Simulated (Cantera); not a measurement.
Input (Python, Cantera):

```python
import numpy as np
import cantera as ct

gas = ct.Solution("gri30.yaml")
gas.TPX = 1425, 38000, {'CH4': 1, 'C2H6': 0.091, 'O2': 1.4, 'N2': 13.2}
reactor = ct.IdealGasReactor(gas, energy="on", clone=False)
net = ct.ReactorNet([reactor])
net.rtol, net.atol = 1e-08, 1e-16
show = ['CH4', 'C2H6', 'O2', 'H', 'HCN', 'H2O2']
times = np.geomspace(2e-06, 3, 12)

steps = ct.SolutionArray(gas, extra=["t"])
rows = []
print(f"{'t/s':>10s}{'T/K':>9s}{'P/Pa':>11s}" + "".join(f"{s:>11s}" for s in show))
for t in times:
    while net.time < t:
        t_next = net.step()
        steps.append(gas.state, t=t_next)
    rows.append([np.interp(t, steps.t, y) for y in (steps.T, steps.P, *steps(*show).X.T)])
    print(f"{t:10.3e}{rows[-1][0]:9.1f}{rows[-1][1]:11.4g}" + "".join(f"{x:11.3e}" for x in rows[-1][2:]))
rate = np.gradient(steps.T, steps.t)
print("integrator steps:", len(steps.t))
if steps.T.max() > steps.T[0] + 200:
    print(f"time of steepest temperature rise: {steps.t[rate.argmax()]:.4e} s")
gas.TPX = 1425, 38000, {'CH4': 1, 'C2H6': 0.091, 'O2': 1.4, 'N2': 13.2}
gas.equilibrate("UV")
print(f"equilibrium (UV): T = {gas.T:.1f} K  " + "  ".join(f"{s} {gas[s].X[0]:.3e}" for s in show))
```

Result:

```
       t/s      T/K       P/Pa        CH4       C2H6         O2          H        HCN       H2O2
 2.000e-06   1425.0    3.8e+04  6.373e-02  5.798e-03  8.922e-02  3.849e-09  6.758e-20  6.858e-12
 7.286e-06   1424.9    3.8e+04  6.373e-02  5.795e-03  8.922e-02  1.261e-08  9.387e-19  9.718e-11
 2.654e-05   1424.8    3.8e+04  6.373e-02  5.782e-03  8.922e-02  6.419e-08  1.604e-17  1.830e-09
 9.670e-05   1424.3  3.798e+04  6.372e-02  5.731e-03  8.921e-02  3.623e-07  9.009e-16  4.102e-08
 3.523e-04   1423.6  3.798e+04  6.348e-02  5.514e-03  8.904e-02  1.946e-06  1.974e-13  2.677e-07
 1.283e-03   1433.1  3.829e+04  6.093e-02  4.608e-03  8.724e-02  5.663e-06  9.715e-12  1.134e-06
 4.675e-03   2307.6  6.561e+04  6.806e-14  8.301e-27  9.404e-05  6.736e-03  1.068e-09  4.495e-09
 1.703e-02   2341.4  6.643e+04  2.832e-13  4.281e-26  2.498e-05  3.450e-03  8.450e-09  1.629e-09
 6.205e-02   2341.6  6.643e+04  2.923e-13  4.455e-26  2.431e-05  3.407e-03  9.982e-09  1.595e-09
 2.260e-01   2341.5  6.643e+04  2.931e-13  4.478e-26  2.428e-05  3.406e-03  1.055e-08  1.593e-09
 8.235e-01   2341.5  6.643e+04  2.932e-13  4.479e-26  2.428e-05  3.406e-03  1.055e-08  1.593e-09
 3.000e+00   2341.5  6.643e+04  2.932e-13  4.479e-26  2.428e-05  3.406e-03  1.055e-08  1.593e-09
integrator steps: 1903
time of steepest temperature rise: 2.8841e-03 s
equilibrium (UV): T = 2341.5 K  CH4 3.300e-13  C2H6 5.491e-26  O2 2.428e-05  H 3.406e-03  HCN 1.055e-08  H2O2 1.593e-09
```

Cantera simulation using GRI-Mech 3.0 (53 species, 325 reactions); the numbers are that mechanism's predictions, not measurements.
